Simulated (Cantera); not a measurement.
## TiO2 + H2 + N2 (hydrogen reduction and annealing atmospheres)

A closed system holds: 1 mol TiO2, 77 mol H2, 15 mol N2, held at 10.0 mbar.

Cantera equilibrium calculation (NASA polynomials, part measured and part estimated; ideal gas, pure solids and liquids). Candidate condensed phases: H2O, Ti, TiN, TiO, TiO2, Ti2O3, Ti3O5, Ti4O7; 27 gas species. Mutual solubility and eutectic melting of coexisting phases are not modelled. Condensed phases not in the tables: Magnéli phases beyond Ti4O7. Equilibrium is a limit: real reactors are often held back by kinetics, nucleation or transport.

```json
[
 {"T (K)": "1350", "log p H2": "-2.08", "log p N2": "-2.79", "log p H": "-6.66", "log p H2O": "-4.57", "log p OH": "-10.94", "log p TiO": "<-14", "n Ti4O7(s)": "0.250", "n Ti3O5(s)": "0"},
 {"T (K)": "1400", "log p H2": "-2.08", "log p N2": "-2.79", "log p H": "-6.35", "log p H2O": "-4.57", "log p OH": "-10.54", "log p TiO": "<-14", "n Ti4O7(s)": "0.250", "n Ti3O5(s)": "0"},
 {"T (K)": "1450", "log p H2": "-2.08", "log p N2": "-2.79", "log p H": "-6.06", "log p H2O": "-4.57", "log p OH": "-10.17", "log p TiO": "-13.33", "n Ti4O7(s)": "0.250", "n Ti3O5(s)": "0"},
 {"T (K)": "1500", "log p H2": "-2.08", "log p N2": "-2.79", "log p H": "-5.79", "log p H2O": "-4.45", "log p OH": "-9.71", "log p TiO": "-12.59", "n Ti4O7(s)": "0.0165", "n Ti3O5(s)": "0.311"},
 {"T (K)": "1550", "log p H2": "-2.08", "log p N2": "-2.79", "log p H": "-5.54", "log p H2O": "-4.44", "log p OH": "-9.38", "log p TiO": "-11.83", "n Ti4O7(s)": "0", "n Ti3O5(s)": "0.333"},
 {"T (K)": "1600", "log p H2": "-2.08", "log p N2": "-2.79", "log p H": "-5.30", "log p H2O": "-4.44", "log p OH": "-9.07", "log p TiO": "-11.12", "n Ti4O7(s)": "0", "n Ti3O5(s)": "0.333"},
 {"T (K)": "1650", "log p H2": "-2.08", "log p N2": "-2.79", "log p H": "-5.08", "log p H2O": "-4.44", "log p OH": "-8.79", "log p TiO": "-10.45", "n Ti4O7(s)": "0", "n Ti3O5(s)": "0.333"},
 {"T (K)": "1700", "log p H2": "-2.08", "log p N2": "-2.79", "log p H": "-4.87", "log p H2O": "-4.44", "log p OH": "-8.52", "log p TiO": "-9.83", "n Ti4O7(s)": "0", "n Ti3O5(s)": "0.333"},
 {"T (K)": "1750", "log p H2": "-2.08", "log p N2": "-2.79", "log p H": "-4.67", "log p H2O": "-4.44", "log p OH": "-8.27", "log p TiO": "-9.24", "n Ti4O7(s)": "0", "n Ti3O5(s)": "0.333"},
 {"T (K)": "1800", "log p H2": "-2.08", "log p N2": "-2.79", "log p H": "-4.49", "log p H2O": "-4.44", "log p OH": "-8.03", "log p TiO": "-8.68", "n Ti4O7(s)": "0", "n Ti3O5(s)": "0.333"},
 {"T (K)": "1850", "log p H2": "-2.08", "log p N2": "-2.79", "log p H": "-4.31", "log p H2O": "-4.44", "log p OH": "-7.80", "log p TiO": "-8.16", "n Ti4O7(s)": "0", "n Ti3O5(s)": "0.333"}
]
```
log p: log10 of the partial pressure in bar; n: condensed amount in mol.

From 1350 K to 1450 K the condensed part is Ti4O7(s). At 1500 K the condensed part is Ti3O5(s) + Ti4O7(s). From 1550 K to 1850 K the condensed part is Ti3O5(s).
